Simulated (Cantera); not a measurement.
Ignition delay

Mixture: CH₄ : CO : O₂ : N₂ = 1 : 0.34 : 1.36 : 5.1 (molar parts), equivalence ratio 1.6, at 100000 Pa, adiabatic and at constant pressure. Ignition delay is the time to a rise of 400 K.

Computed with Cantera and GRI-Mech 3.0 (53 species, 325 reactions).

| T0 (K) | delay (ms) |
|---|---|
| 1248 | 38.4 |
| 1298 | 18.8 |
| 1348 | 9.54 |
| 1398 | 5.02 |
| 1448 | 2.74 |
| 1498 | 1.56 |
| 1548 | 0.925 |
| 1598 | 0.572 |

```yaml
apparent activation energy between 1498 and 1598 K: 200 kJ/mol
```
